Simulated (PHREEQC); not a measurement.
Dissolve 0.0013 mol/kgw NaHF2 at 25 °C. Closed to the air; pH follows from the charge balance.

Equilibrium calculation in PHREEQC: ion-association model, phreeqc.dat.

Each row changes one thing in this solution. No solid was allowed to form.

```json
[
 {"case": "as made", "pH": "3.43", "ionic strength (mol/kgw)": "0.00169"},
 {"case": "diluted 100-fold with water", "pH": "4.91", "ionic strength (mol/kgw)": "2.55e-5"},
 {"case": "temperature from 25 to 75 °C", "pH": "3.72", "ionic strength (mol/kgw)": "0.00150"},
 {"case": "temperature from 25 to 45 °C", "pH": "3.53", "ionic strength (mol/kgw)": "0.00161"},
 {"case": "NaHF2 replaced by Na2B4O7 at the same molality", "pH": "9.21", "ionic strength (mol/kgw)": "0.00260"}
]
```

Species that the database lacks are ignored. Constants without temperature data keep their 25 °C values here.
